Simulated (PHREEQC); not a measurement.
Consider water at 40 °C with 0.0011 mol/kgw FeSO4, 0.25 mol/kgw ZnCl2 and 0.00072 mol/kgw Na2SO4. It is in equilibrium with CO2 at log p = -3.4 (atm). Otherwise closed; pH follows from the charge balance.

Equilibrium calculation in PHREEQC: ion-association model, phreeqc.dat.

```csv
quantity,before,after
pH,4.76,4.76
ionic strength (mol/kgw),0.572,0.573
Cl- (mol/kgw),0.390,0.390
SO4-2 (mol/kgw),0.000747,0.000971
CO2 (mol/kgw),8.27e-6,8.27e-6
NaSO4- (mol/kgw),1.16e-6,1.50e-6
SI of Halite (NaCl),-5.18,-5.18
```

Question: What was changed between the two runs?
(A) diluted 100-fold with water
(B) FeSO4 replaced by MnSO4 at the same molality
(C) 0.013 mol/kgw KBr added
(D) FeSO4 from 0.0011 to 0.00165 mol/kgw
(E) ZnCl2 from 0.25 to 0.125 mol/kgw

Answer: D, FeSO4 from 0.0011 to 0.00165 mol/kgw

This is a speciation only: nothing precipitates in the calculation. At this temperature some constants are extrapolated from 25 °C, and those without enthalpy data are left unchanged.
